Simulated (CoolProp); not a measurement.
Aqueous ethylene glycol as a coolant, 36 % by mass, freezing at -19.8 °C, 1 atm.

Values from CoolProp's Melinder's fits for secondary coolants.

| T (°C) | viscosity (mPa s) | cp (kJ/(kg K)) | density (kg/m³) | conductivity (W/(m K)) |
|---|---|---|---|---|
| -18.3 | 11.8 | 3.453 | 1060 | 0.408 |
| -13.8 | 9.47 | 3.471 | 1058 | 0.412 |
| -9.4 | 7.71 | 3.489 | 1057 | 0.416 |
| -5 | 6.34 | 3.506 | 1056 | 0.420 |
| -0.6 | 5.27 | 3.523 | 1055 | 0.423 |
| 3.9 | 4.41 | 3.540 | 1053 | 0.427 |
| 8.3 | 3.75 | 3.557 | 1051 | 0.431 |
| 12.7 | 3.21 | 3.574 | 1050 | 0.435 |
| 17.2 | 2.77 | 3.590 | 1048 | 0.438 |
| 21.6 | 2.42 | 3.606 | 1046 | 0.442 |
| 26 | 2.12 | 3.622 | 1044 | 0.446 |
| 30.5 | 1.88 | 3.638 | 1041 | 0.449 |
